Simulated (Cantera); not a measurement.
**Ignition delay**

Mixture: 8.64 % CH4, 19.2 % O2, 72.2 % N2, at 1.09 atm, adiabatic and at constant volume. Ignition delay is the time to a rise of 400 K.

Computed with Cantera and GRI-Mech 3.0 (53 species, 325 reactions).

```tsv
T0 (K)	delay (ms)
1023	622
1123	121
1223	27.7
1323	7.34
1423	2.24
1523	0.797
1623	0.331
```

```
Item                                                    Result
--------------------------------------------------  ----------
apparent activation energy between 1423 and 1623 K  180 kJ/mol
```
